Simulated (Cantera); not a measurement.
Input: 1 mol SiCl4, a varied amount of NH3, held at 1223 K and 0.0133 bar.

These are equilibrium values from Cantera (NASA tables, ideal gas, pure condensed phases), not measurements of a reactor. Candidate condensed phases: NH4Cl, Si, Si3N4; 28 gas species. Equilibrium is a limit: real reactors are often held back by kinetics, nucleation or transport.

Q: At 20 mol NH3, list the 5 most abundant gas species with their mole fractions, and the condensed phases.

A: H2 0.677, N2 0.226, HCl 0.0966, SiCl2 2.39e-5, SiCl4 1.79e-5. Condensed: Si3N4(s).
